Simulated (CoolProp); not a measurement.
Vapour pressure (MPa) of cyclopropane: the reference equation beside estimates from Tc = 398.7 K, pc = 5.605 MPa, ω = 0.131. Clausius-Clapeyron is anchored at 315.5 K with a constant enthalpy of vaporisation of 15.78 kJ/mol.

Computed with CoolProp (reference Helmholtz-energy equation of state, Polt 1992). This equation is an older, rougher fit; its heat capacities, sound speeds and derivatives of the liquid may be far off and weren't checked against measurements.

```tsv
T (K)	reference	Lee-Kesler	Clausius-Clapeyron	van der Waals	Redlich-Kwong	Soave-Redlich-Kwong	Peng-Robinson
288.1	0.5468	0.5452	0.6357	1.319	0.6374	0.5455	0.5432
294.9	0.6631	0.6617	0.7400	1.480	0.7675	0.6627	0.6587
301.8	0.7986	0.7975	0.8573	1.656	0.9178	0.7997	0.7937
308.6	0.9510	0.9503	0.9847	1.841	1.085	0.9543	0.9459
315.5	1.126	1.126	1.126	2.043	1.275	1.132	1.121
322.3	1.321	1.321	1.279	2.255	1.484	1.331	1.317
329.2	1.543	1.543	1.447	2.483	1.719	1.557	1.540
336	1.788	1.787	1.626	2.722	1.974	1.805	1.786
342.9	2.064	2.061	1.821	2.979	2.258	2.085	2.063
349.7	2.364	2.361	2.028	3.246	2.563	2.391	2.367
356.6	2.701	2.697	2.253	3.531	2.900	2.732	2.706
363.4	3.066	3.061	2.489	3.828	3.260	3.101	3.075
```

Absolute difference from the reference over all 12 rows, mean and median: Lee-Kesler 0.1 and 0.1 %, Clausius-Clapeyron 9.9 and 10.3 %, van der Waals 72.3 and 65.8 %, Redlich-Kwong 11.7 and 11.9 %, Soave-Redlich-Kwong 0.7 and 0.8 %, Peng-Robinson 0.3 and 0.3 %.
